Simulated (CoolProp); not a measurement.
Properties of C2F6 (R116) along the isotherm 42.15 °C (Tc = 19.9 °C, pc = 3.048 MPa, ω = 0.257).

Values from CoolProp's reference Helmholtz-energy equation of state, Lemmon 2006. It is a short technical equation, of lower accuracy than the large ones.

```
p (MPa)          phase  density (kg/m³)  Prandtl number
-------  -------------  ---------------  --------------
0.0482             gas            2.548           0.740
0.0813             gas            4.310           0.741
0.137              gas            7.298           0.742
0.232              gas            12.46           0.745
0.391              gas            21.31           0.751
0.66               gas            36.90           0.761
1.11               gas            65.00           0.783
1.88               gas            120.8           0.842
3.17     supercritical            254.3             ___
5.35     supercritical            751.6             ___
9.03     supercritical              ___            2.59
15.2     supercritical             1160            2.74
```

Task: Some entries are withheld; supply them.

Result: 
- 3.17, Prandtl number: 1.09
- 5.35, Prandtl number: 2.78
- 9.03, density (kg/m³): 1018

Viscosity comes from a separate model (Huber 2003), an estimate that may be off by 10 % or more. Thermal conductivity comes from a separate model (Huber 2003), an estimate that may be off by 10 % or more.
